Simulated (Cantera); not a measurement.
Feed: 1 mol Ta₂O₅, 3.1 mol H₂, 3.2 mol H₂O, at 1998.15 K and 10000 Pa.

These are equilibrium values from Cantera (NASA tables, ideal gas, pure condensed phases), not measurements of a reactor. Candidate condensed phases: H₂O, Ta, Ta₂O₅; 12 gas species. Kinetics and transport are ignored.

Base state: H₂O 0.507, H₂ 0.490, H 0.00355, OH 0.000366 (mole fractions); condensed: Ta₂O₅(s).

Question: What changes in the equilibrium state with this change: Ta₂O₅ replaced by Al₂O₃?

Answer: 
```csv
species,before,after
H₂O,0.507,0.507
H₂,0.490,0.490
H,0.00355,0.00355
OH,0.000366,0.000366
"Ta₂O₅(s), mol",1.000,0
"Al₂O₃(s), mol",0,1.000
```
Gases not in the tables: Al(OH)₃. Further candidate phases: Al, Al₂O₃.

Question: What changes in the equilibrium state with this change: pressure from 10000 Pa to 101000 Pa?

Answer: 
```
species          before     after
-------------  --------  --------
H₂O               0.507     0.508
H₂                0.490     0.491
H               0.00355   0.00112
OH             0.000366  0.000115
Ta₂O₅(s), mol     1.000      1.00
```
